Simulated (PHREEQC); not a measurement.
A PHREEQC speciation (ion-association model, phreeqc.dat) at 25 °C gives pH 3.64 and these molalities:

| species | mol/kgw |
|---|---|
| AlSO4+ | 0.152 |
| Al(SO4)2- | 0.0892 |
| SO4-2 | 0.0821 |
| Na+ | 0.0511 |
| Al+3 | 0.0181 |
| NaSO4- | 0.00486 |
| HSO4- | 0.000568 |
| AlOH+2 | 0.000307 |
| H+ | 0.000299 |
| AlHSO4+2 | 7.46e-6 |
| Al(OH)2+ | 3.63e-6 |

Question: What are the element totals, and what could have been dissolved in 1 kg of water to give them?

Answer: Several could match; the one computed here: totals Al 0.260, Na 0.0560, S(6) 0.418 mol/kgw, from 130 mmol/kgw Al2(SO4)3, 0.28 mmol/kgw H2SO4 and 28 mmol/kgw Na2SO4.

No solid was allowed to form.
